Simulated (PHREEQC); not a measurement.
A solution holds 0.076 mol/kgw CuSO4, 0.0053 mol/kgw HCl and 0.22 mol/kgw NaCl, at 25 °C. Closed to the air; pH follows from the charge balance.

The numbers come from PHREEQC with the ion-association model, phreeqc.dat.

This is a speciation only: nothing precipitates in the calculation.

Order these Cu species by the share of Cu that they hold, largest first: CuCl2, CuCl+, CuSO4, Cu+2.

Cu+2 (62 %), CuSO4 (28 %), CuCl+ (9.6 %), CuCl2 (0.45 %)

The pH is 2.68 and the ionic strength 0.402 mol/kgw.
